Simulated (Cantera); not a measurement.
A freely propagating, adiabatic, planar premixed flame of 8.26 % CH4, 2.15 % H2, 16.0 % O2, 73.6 % N2, unburnt at 575 K and 710000 Pa; mixture-averaged transport, grid criteria slope 0.08 and curve 0.16, no radiation.

Cantera simulation using GRI-Mech 3.0 (53 species, 325 reactions); the numbers are that mechanism's predictions, not measurements. Burning velocities carry a grid error of a few per cent, more on coarse grids.

Q: Predict: laminar burning velocity; thermal thickness; peak x(H); peak x(C2H); peak x(CO).

A: 
- laminar burning velocity: 42.0 cm/s
- thermal thickness: 0.105 mm
- peak x(H): 0.00264
- peak x(C2H): 3.95e-7
- peak x(CO): 0.0372
